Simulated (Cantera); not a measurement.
Charge: 1 mol SF6, 0.04 mol O2, 8.6 mol H2, at 23.0 bar.

Equilibrium computed with Cantera from the NASA thermochemical tables; the gas is ideal and each condensed phase is pure. Candidate condensed phases: H2O, H2SO4, S; 71 gas species. Ions and electrons are included (thermal ionisation). The numbers say what is thermodynamically allowed, not how fast it happens. All values below are at 4000 K.

Base state: HF 0.434, H2 0.303, H 0.183, S 0.0336, SH 0.0248, F 0.00635, S2 0.00498, H2S 0.00400 (mole fractions); condensed: gas only.

**Question.** What changes in the equilibrium state with this change: pressure from 23.0 bar to 13.3 mbar?

**Answer.** 
```json
[
 {"species": "H", "before": "0.183", "after": "0.695"},
 {"species": "F", "before": "0.00635", "after": "0.223"},
 {"species": "S", "before": "0.0336", "after": "0.0426"},
 {"species": "HF", "before": "0.434", "after": "0.0335"},
 {"species": "H2", "before": "0.303", "after": "0.00254"},
 {"species": "SH", "before": "0.0248", "after": "6.92e-5"},
 {"species": "H2S", "before": "0.00400", "after": "2.46e-8"},
 {"species": "H2O", "before": "0.00333", "after": "1.37e-7"}
]
```
